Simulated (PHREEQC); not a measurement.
A column of 1 m (30 cells, dispersivity 0.035 m, 60 s a shift, diffusion coefficient 3e-10 m²/s) holds 0.026 eq of the database's cation exchanger X per kg of pore water, first in equilibrium with 0.0037 mol/kgw MgSO4 and 1e-05 mol/kgw HCl. It is flushed with 29 mmol/kgw (NH4)2SO4 and 0.01 mmol/kgw HCl, at 15 °C. Values are for the last cell. The system is closed to CO2. No solid was allowed to form.

Computed with PHREEQC (ion-association model, phreeqc.dat).

```tsv
pore volumes	NH4 in solution (mol/kgw)	Mg in solution (mol/kgw)	S in solution (mol/kgw)	NH4X on the exchanger (mol/kgw)	MgX2 on the exchanger (mol/kgw)
0	0	0.00370	0.00370	0	0.0130
0.3167	5.02e-14	0.00370	0.00370	5.04e-14	0.0130
0.7167	0.000129	0.00687	0.00693	9.72e-5	0.0130
1.017	0.00675	0.0149	0.0183	0.00335	0.0113
1.317	0.0254	0.0133	0.0260	0.0110	0.00749
1.717	0.0454	0.00594	0.0286	0.0195	0.00324
2.017	0.0525	0.00270	0.0289	0.0230	0.00152
2.317	0.0557	0.00114	0.0290	0.0247	0.000653
2.717	0.0573	0.000327	0.0290	0.0256	0.000191
3.017	0.0578	0.000122	0.0290	0.0259	7.13e-5
```
